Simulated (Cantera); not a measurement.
An isothermal, constant-pressure homogeneous reactor starts with 56.5 % NO, 43.5 % N2, at 1723 K and 1.70 bar.

Computed with Cantera and GRI-Mech 3.0 (53 species, 325 reactions).

x: mole fraction; the columns are a selection and need not sum to one.

```json
[
 {"t (s)": "1.00e-5", "x NO": "0.565", "x O2": "5.16e-10", "x NO2": "[?]", "x N2": "0.435", "x O": "2.41e-7"},
 {"t (s)": "4.64e-5", "x NO": "0.565", "x O2": "4.36e-9", "x NO2": "[?]", "x N2": "0.435", "x O": "2.91e-7"},
 {"t (s)": "0.000215", "x NO": "0.565", "x O2": "4.69e-8", "x NO2": "[?]", "x N2": "0.435", "x O": "4.08e-7"},
 {"t (s)": "0.00100", "x NO": "0.565", "x O2": "1.44e-6", "x NO2": "[?]", "x N2": "0.435", "x O": "9.86e-7"},
 {"t (s)": "0.00464", "x NO": "0.564", "x O2": "8.33e-5", "x NO2": "[?]", "x N2": "0.435", "x O": "2.94e-6"},
 {"t (s)": "0.0215", "x NO": "0.562", "x O2": "0.00107", "x NO2": "[?]", "x N2": "0.436", "x O": "3.75e-6"},
 {"t (s)": "0.100", "x NO": "0.553", "x O2": "0.00577", "x NO2": "[?]", "x N2": "0.441", "x O": "4.82e-6"},
 {"t (s)": "0.464", "x NO": "0.512", "x O2": "0.0259", "x NO2": "[?]", "x N2": "0.461", "x O": "7.86e-6"},
 {"t (s)": "2.15", "x NO": "0.378", "x O2": "0.0924", "x NO2": "[?]", "x N2": "0.528", "x O": "1.37e-5"},
 {"t (s)": "10.0", "x NO": "0.161", "x O2": "0.202", "x NO2": "[?]", "x N2": "0.637", "x O": "1.98e-5"}
]
```

Fill in the missing entries.


- 1.00e-5, x NO2: 3.71e-7
- 4.64e-5, x NO2: 2.57e-6
- 0.000215, x NO2: 1.33e-5
- 0.00100, x NO2: 6.97e-5
- 0.00464, x NO2: 0.000284
- 0.0215, x NO2: 0.000377
- 0.100, x NO2: 0.000484
- 0.464, x NO2: 0.000750
- 2.15, x NO2: 0.000983
- 10.0, x NO2: 0.000610
